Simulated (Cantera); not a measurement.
Nitride etching: Si3N4 + Cl2

A closed system holds: 1 mol Si3N4, 3.2 mol Cl2, at 0.690 bar.

These are equilibrium values from Cantera (NASA tables, ideal gas, pure condensed phases), not measurements of a reactor. Candidate condensed phases: Si, Si3N4; 13 gas species. The tables' values for SiCl3 are old estimates; treat these amounts as uncertain. Kinetics and transport are ignored.

From 748 K to 1348 K the condensed part is Si3N4(s). The main Si-bearing gas is SiCl4 throughout.

| T (K) | x SiCl4 | x N2 | x SiCl3 | x SiCl2 | n Si3N4(s) |
|---|---|---|---|---|---|
| 748 | 0.600 | 0.400 | 9.67e-8 | 2.94e-12 | 0.467 |
| 798 | 0.600 | 0.400 | 5.23e-7 | 5.16e-11 | 0.467 |
| 848 | 0.600 | 0.400 | 2.31e-6 | 6.42e-10 | 0.467 |
| 898 | 0.600 | 0.400 | 8.64e-6 | 6.02e-9 | 0.467 |
| 948 | 0.600 | 0.400 | 2.81e-5 | 4.44e-8 | 0.467 |
| 998 | 0.600 | 0.400 | 8.08e-5 | 2.67e-7 | 0.467 |
| 1048 | 0.600 | 0.400 | 0.000210 | 1.35e-6 | 0.467 |
| 1098 | 0.599 | 0.400 | 0.000500 | 5.86e-6 | 0.467 |
| 1148 | 0.599 | 0.400 | 0.00110 | 2.24e-5 | 0.466 |
| 1198 | 0.598 | 0.400 | 0.00227 | 7.60e-5 | 0.466 |
| 1248 | 0.595 | 0.400 | 0.00439 | 0.000233 | 0.466 |
| 1298 | 0.591 | 0.400 | 0.00805 | 0.000654 | 0.465 |
| 1348 | 0.584 | 0.400 | 0.0140 | 0.00169 | 0.463 |
x: gas mole fraction; n: condensed amount in mol.
